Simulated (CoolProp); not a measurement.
Vapour-liquid equilibrium of ethanol (1) + cyclohexane (2) at 473.2 K; x and y are mole fractions of (1).

Model: multi-fluid Helmholtz-energy mixture model, Schroeder 2014 and Zhou 2014; pair parameters Bell 2016, in CoolProp.

| x | bubble pressure, mixture model (bar) | bubble pressure, Raoult's law (bar) | y, mixture model | y, Raoult's law |
|---|---|---|---|---|
| 0.05 | 16.27 | 14.29 | 0.166 | 0.104 |
| 0.15 | ? | 15.92 | 0.350 | 0.281 |
| 0.25 | ? | 17.56 | 0.452 | 0.425 |
| 0.35 | 25.68 | 19.20 | 0.523 | 0.544 |
| 0.45 | ? | 20.83 | 0.583 | 0.644 |
| 0.55 | 28.52 | 22.47 | 0.640 | 0.730 |
| 0.65 | 29.44 | 24.11 | 0.701 | 0.804 |
| 0.75 | 30.04 | 25.74 | 0.770 | 0.869 |
| 0.85 | ? | 27.38 | 0.851 | 0.926 |
| 0.95 | 30.08 | 29.02 | 0.946 | 0.977 |

### Question
What belongs in the gaps?

### Answer

- 0.15, bubble pressure, mixture model (bar): 20.56
- 0.25, bubble pressure, mixture model (bar): 23.54
- 0.45, bubble pressure, mixture model (bar): 27.28
- 0.85, bubble pressure, mixture model (bar): 30.26

The largest gap from Raoult's law is +34.1 % in bubble pressure, at x = 0.25. y crosses x between x = 0.85 and 0.95: the model has an azeotrope there.

Pair parameters are fitted to limited data, so mixtures are less certain than the pure fluids.
